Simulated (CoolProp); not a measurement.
Water along the isotherm 421 K: fugacity coefficient from the reference equation and from simpler models built on Tc = 647.1 K, pc = 22060 kPa, ω = 0.344; each cubic takes its own stable root.

The numbers come from the reference Helmholtz-energy equation of state, Wagner 2002 in CoolProp.

| p (kPa) | phase | reference |
|---|---|---|
| 174 | gas | 0.9853 |
| 282 | gas | 0.9760 |
| 736 | liquid | 0.5879 |
| 1190 | liquid | 0.3645 |
| 1920 | liquid | 0.2269 |
| 3100 | liquid | 0.1414 |
| 5010 | liquid | 0.08846 |
| 8100 | liquid | 0.05566 |
| 13100 | liquid | 0.03539 |
| 21100 | liquid | 0.02297 |
| 34100 | liquid | 0.01527 |
| 55200 | liquid | 0.01058 |

Problem. How far does each simpler model (van der Waals, Redlich-Kwong, Soave-Redlich-Kwong) lie from the reference over these 12 states: mean and median of the absolute difference, and the worst?

Solution. 
- van der Waals: mean 383.3 %, median 515.7 %, worst +730.2 % at 421 K and 55200 kPa
- Redlich-Kwong: mean 102.0 %, median 122.3 %, worst +150.8 % at 421 K and 55200 kPa
- Soave-Redlich-Kwong: mean 2.2 %, median 1.1 %, worst +10.4 % at 421 K and 55200 kPa

At some of these states van der Waals, Redlich-Kwong gives the other phase, because its saturation line lies elsewhere.
